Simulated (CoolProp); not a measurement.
Vapour pressure (bar) of hydrogen chloride: the reference equation beside estimates from Tc = 51.5 °C, pc = 83.14 bar, ω = 0.130. Clausius-Clapeyron is anchored at -55.95 °C with a constant enthalpy of vaporisation of 14.93 kJ/mol.

Model: reference Helmholtz-energy equation of state, Thol 2018, in CoolProp.

```
T (°C)  reference  Lee-Kesler  Clausius-Clapeyron  Redlich-Kwong  Soave-Redlich-Kwong  Peng-Robinson
------  ---------  ----------  ------------------  -------------  -------------------  -------------
-55.95      4.143       4.104               4.143          4.898                  ___          4.119
-52.35        ___       4.769               4.741          5.668                4.766          4.777
-48.65      5.552       5.535               5.421          6.548                5.533          5.534
-45.05      6.367       6.366               6.150          7.494                6.364          6.355
-41.45      7.269       7.285               6.950            ___                7.287          7.265
-37.75      8.293       8.330               7.851          9.710                  ___          8.299
-34.15      9.389       9.448               8.806          10.96                9.461          9.407
-30.45      10.63       10.71               9.875          12.36                10.73          10.66
-26.85      11.94         ___               11.00          13.84                12.08          11.99
-23.25      13.37       13.51               12.22          15.43                13.56          13.44
-19.55      14.97       15.14               13.57          17.20                  ___          15.07
-15.95      16.66       16.85               14.98          19.06                16.95          16.79
```

Some entries are withheld; supply them.


- -55.95, Soave-Redlich-Kwong: 4.101
- -52.35, reference: 4.799
- -41.45, Redlich-Kwong: 8.536
- -37.75, Soave-Redlich-Kwong: 8.336
- -26.85, Lee-Kesler: 12.05
- -19.55, Soave-Redlich-Kwong: 15.21

Absolute difference from the reference over all 12 rows, mean and median: Lee-Kesler 0.7 and 0.7 %, Clausius-Clapeyron 5.5 and 5.8 %, Redlich-Kwong 16.7 and 16.9 %, Soave-Redlich-Kwong 0.9 and 0.9 %, Peng-Robinson 0.4 and 0.4 %.
